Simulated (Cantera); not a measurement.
A closed system holds: 1 mol CuO, 4.9 mol C, 0.13 mol CO, equilibrated at 1398 K and 101000 Pa.

Equilibrium computed with Cantera from the NASA thermochemical tables; the gas is ideal and each condensed phase is pure. Candidate condensed phases: C, Cu, CuO, Cu2O; 15 gas species. Kinetics and transport are ignored.

Base state: CO 0.998, CO2 0.00177 (mole fractions); condensed: C(graphite) + Cu(l).

**Question.** What changes in the equilibrium state with this change: pressure from 101000 Pa to 22.0 Pa?

**Answer.** 
| species | before | after |
|---|---|---|
| CO | 0.998 | 0.994 |
| Cu | 1.28e-6 | 0.00590 |
| CO2 | 0.00177 | 3.81e-7 |
| C(graphite), mol | 3.90 | 3.90 |
| Cu(l), mol | 1.000 | 0.993 |

**Question.** What changes in the equilibrium state with this change: temperature from 1398 K to 1248.15 K?

**Answer.** 
```csv
species,before,after
CO,0.998,0.990
CO2,0.00177,0.00979
"C(graphite), mol",3.90,3.91
"Cu(l), mol",1.000,0
"Cu(s), mol",0,1.00
```

**Question.** What changes in the equilibrium state with this change: CuO replaced by MgO?

**Answer.** 
| species | before | after |
|---|---|---|
| CO | 0.998 | 0.998 |
| CO2 | 0.00177 | 0.00177 |
| C(graphite), mol | 3.90 | 4.90 |
| Cu(l), mol | 1.000 | 0 |
| MgO(s), mol | 0 | 1.00 |
Further candidate phases: Mg, MgCO3, MgO.
